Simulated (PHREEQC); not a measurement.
Solution (74 °C): 0.017 mol/kgw CuCl2, 0.04 mol/kgw HBF4 and 0.00023 mol/kgw H3BO3. Closed to the air; pH follows from the charge balance.

Equilibrium calculation in PHREEQC: ion-association model, phreeqc.dat.

```json
[
 {"quantity": "pH", "before": "1.54", "after": "1.51"},
 {"quantity": "ionic strength (mol/kgw)", "before": "0.0792", "after": "0.0862"},
 {"quantity": "Cu+2 (mol/kgw)", "before": "0.0135", "after": "0.0158"},
 {"quantity": "H3BO3 (mol/kgw)", "before": "0.00526", "after": "0.00298"},
 {"quantity": "CuCl+ (mol/kgw)", "before": "0.00342", "after": "0.00114"},
 {"quantity": "CuCl2 (mol/kgw)", "before": "5.08e-5", "after": "1.38e-5"}
]
```

Problem. Name the change that produced these shifts.
A. temperature from 74 to 40 °C
B. diluted 10-fold with water
C. H3BO3 left out
D. temperature from 74 to 30 °C
E. HBF4 left out

Solution. A, temperature from 74 to 40 °C

No solid was allowed to form. Away from 25 °C the constants follow the database's enthalpies or fits; those with neither stay at their 25 °C values. Real BF4- forms and hydrolyses slowly; the run takes it at equilibrium.
